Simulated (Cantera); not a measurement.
Cantera run:

```python
import numpy as np
import cantera as ct

gas_names = [...]  # 45 gases of nasa_gas.yaml made of Al, Cl, H, N, O
cond_names = """
    AL(cr) AL(L) ALCL3(s) ALCL3(L) ALN(s) AL2O3(a) AL2O3(L) H2O(s) H2O(L) NH4CL(a) NH4CL(b)
""".split()


# ... load() reads the species with a 1 bar reference pressure and builds the phases ...
atoms = {
    'Al': {'AL': 1},
    'HCl': {'H': 1, 'CL': 1},
    'N2': {'N': 2},
    'O2': {'O': 2},
}
top_T = {'ALN(s)': 2750}  # K; cautious upper limits of use, not melting points


# ... equilibrate(T, P, feed) seeds the gas with the atoms and calls Mixture.equilibrate('TP', solver="vcs", rtol=1e-11, max_steps=5000) ...
results = []
feed = {'Al': 1, 'HCl': 1.5, 'N2': 470, 'O2': 0.85}  # mol
T = 948.15  # K
P = 11000  # Pa
mix = equilibrate(T, P, feed)
results.append((T, P, feed, dict(zip(mix.species_names, mix.species_moles))))
print(gas.report(threshold=1e-05))
for i in range(1, mix.n_phases):
    print(f"{mix.phase(i).name:16s} {mix.phase_moles(i):12.5e} mol")
```

It prints:

```
       temperature   948.15 K
          pressure   11000 Pa
           density   0.03913 kg/m^3
  mean mol. weight   28.043 kg/kmol
   phase of matter   gas

                          1 kg             1 kmol
                     ---------------   ---------------
          enthalpy         6.945e+05        1.9476e+07  J
   internal energy        4.1339e+05        1.1593e+07  J
           entropy              8736        2.4499e+05  J/K
    Gibbs function       -7.5885e+06       -2.1281e+08  J
 heat capacity c_p            1155.9             32415  J/K
 heat capacity c_v             859.4             24101  J/K

                      mass frac. Y      mole frac. X     chem. pot. / RT
                     ---------------   ---------------   ---------------
               CL2        0.00032605        0.00012896           -40.012
               HCL         0.0037923         0.0029171           -43.899
               H2O        8.4733e-05         0.0001319           -66.516
                N2           0.99562           0.99667           -26.937
                O2        0.00016642        0.00014585           -37.463
     [  +40 minor]        7.9774e-06        6.3872e-06

AL(L)             0.00000e+00 mol
ALCL3(L)          0.00000e+00 mol
ALN(s)            0.00000e+00 mol
AL2O3(a)          5.00000e-01 mol
```

Method: chemical equilibrium by Gibbs-energy minimisation in Cantera with the NASA 1993 tables (ideal gas, pure condensed phases). Condensed phases not in the tables: AlOCl.
